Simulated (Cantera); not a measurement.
Cantera run:

```python
import numpy as np
import cantera as ct

gas_names = """
    CL CLO CL2 N NO NO2 NO3 N2 N2O O O2 O3 Si SiCL SiCL2 SiCL3 SiCL4 SiN SiO SiO2 Si2 Si2N Si3
""".split()
cond_names = """
    Si(cr) Si(L) SiO2(Lqz) SiO2(hqz) SiO2(L) Si2N2O(s) Si3N4(a)
""".split()


# ... load() reads the species with a 1 bar reference pressure and builds the phases ...
atoms = {
    'SiCl4': {'Si': 1, 'CL': 4},
    'O3': {'O': 3},
    'N2': {'N': 2},
}
top_T = {'Si2N2O(s)': 2100, 'Si3N4(a)': 2400}  # K; cautious upper limits of use, not melting points


# ... equilibrate(T, P, feed) seeds the gas with the atoms and calls Mixture.equilibrate('TP', solver="vcs", rtol=1e-11, max_steps=5000) ...
results = []
feed = {'SiCl4': 1, 'O3': 9, 'N2': 160}  # mol
T = 1123.15  # K
P = 13  # Pa
mix = equilibrate(T, P, feed)
results.append((T, P, feed, dict(zip(mix.species_names, mix.species_moles))))
print(gas.report(threshold=0.0001))
for i in range(1, mix.n_phases):
    print(f"{mix.phase(i).name:16s} {mix.phase_moles(i):12.5e} mol")
```

Output:

```
       temperature   1123.2 K
          pressure   13 Pa
           density   3.9828e-05 kg/m^3
  mean mol. weight   28.61 kg/kmol
   phase of matter   gas

                          1 kg             1 kmol
                     ---------------   ---------------
          enthalpy        9.4729e+05        2.7102e+07  J
   internal energy        6.2088e+05        1.7763e+07  J
           entropy             10843        3.1021e+05  J/K
    Gibbs function       -1.1231e+07       -3.2131e+08  J
 heat capacity c_p            1164.5             33316  J/K
 heat capacity c_v            873.88             25002  J/K

                      mass frac. Y      mole frac. X     chem. pot. / RT
                     ---------------   ---------------   ---------------
                CL          0.015579          0.012573           -21.802
               CL2          0.012643         0.0051017           -43.603
                N2           0.89213           0.91111           -34.211
                O2          0.079575          0.071149           -38.483
     [  +19 minor]        7.1811e-05        6.7253e-05

Si(cr)            0.00000e+00 mol
SiO2(hqz)         1.00000e+00 mol
Si2N2O(s)         0.00000e+00 mol
Si3N4(a)          0.00000e+00 mol
```

These are equilibrium values from Cantera (NASA tables, ideal gas, pure condensed phases), not measurements of a reactor.
